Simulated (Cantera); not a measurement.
Cantera run, input and output.

```python
import numpy as np
import cantera as ct

gas = ct.Solution("gri30.yaml")
gas.TPX = 1275, 81000, {'N2O': 1, 'O2': 0.5}
inlet = ct.Reservoir(gas, clone=True)

reactor = ct.IdealGasConstPressureReactor(gas, energy="off", clone=False)
exhaust = ct.Reservoir(gas, clone=True)
tau = [0.79, 0.38, 0.18, 0.089, 0.043, 0.021, 0.01, 0.0048][0]
for a, b in ((inlet, reactor), (reactor, exhaust)):
    ct.MassFlowController(a, b, mdot=lambda t: reactor.mass / tau)
net = ct.ReactorNet([reactor])
show = ['N2O', 'O2', 'NO2', 'N2', 'O', 'NO']

rows = []
print(f"{'tau/s':>10s}{'T/K':>9s}" + "".join(f"{s:>11s}" for s in show))
for tau in [0.79, 0.38, 0.18, 0.089, 0.043, 0.021, 0.01, 0.0048]:
    net.initial_time = 0.0
    net.advance(30 * tau)
    before = gas.X
    net.advance(40 * tau)
    drift = np.max(np.abs(gas.X - before) / (gas.X + 1e-9))
    rows.append([gas.T, *gas[show].X, drift])
    print(f"{tau:10.3e}{gas.T:9.1f}" + "".join(f"{x:11.3e}" for x in gas[show].X))
```

Result:

```
     tau/s      T/K        N2O         O2        NO2         N2          O         NO
 7.900e-01   1275.0  2.528e-01  4.190e-01  2.827e-04  2.928e-01  3.714e-06  3.510e-02
 3.800e-01   1275.0  3.631e-01  3.951e-01  2.213e-04  2.137e-01  4.267e-06  2.786e-02
 1.800e-01   1275.0  4.717e-01  3.726e-01  1.464e-04  1.368e-01  4.682e-06  1.881e-02
 8.900e-02   1275.0  5.512e-01  3.564e-01  8.613e-05  8.086e-02  4.930e-06  1.145e-02
 4.300e-02   1275.0  6.046e-01  3.457e-01  4.408e-05  4.342e-02  5.076e-06  6.250e-03
 2.100e-02   1275.0  6.346e-01  3.397e-01  2.040e-05  2.241e-02  5.151e-06  3.254e-03
 1.000e-02   1275.0  6.510e-01  3.365e-01  8.118e-06  1.098e-02  5.188e-06  1.602e-03
 4.800e-03   1275.0  6.590e-01  3.348e-01  2.834e-06  5.342e-03  5.200e-06  7.817e-04
```

Model: GRI-Mech 3.0 (53 species, 325 reactions), integrated in Cantera. GRI-Mech 3.0 was tuned for natural gas; its chemistry of N2O as a main component is partial and can be far from experiment. The mechanism lacks the step 2 NO + O2 → 2 NO2, which can matter for NO2 below about 1400 K. The temperature is held fixed by assumption; the heat of reaction is taken as removed at once.
